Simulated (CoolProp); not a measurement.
Ammonia at several states: density (kg/m³) from the reference equation and from simpler models built on Tc = 132.4 °C, pc = 11.36 MPa, ω = 0.256; each cubic takes its own stable root.

Values from CoolProp's reference Helmholtz-energy equation of state, Gao 2020.

| T (°C) | p (MPa) | phase | reference |
|---|---|---|---|
| 19.65 | 3.6 | liquid | 613.3 |
| 164.75 | 0.0106 | gas | 0.04960 |
| 450.05 | 2.65 | gas | 7.567 |
| 307.05 | 22.3 | supercritical | 95.85 |
| 373.65 | 29.6 | supercritical | 107.7 |

Question: How far does each simpler model (van der Waals, Redlich-Kwong) lie from the reference over these 5 states: mean and median of the absolute difference, and the worst?

Answer: 
- van der Waals: mean 12.9 %, median 8.2 %, worst -47.4 % at 19.65 °C and 3.6 MPa
- Redlich-Kwong: mean 5.8 %, median 2.4 %, worst -24.0 % at 19.65 °C and 3.6 MPa
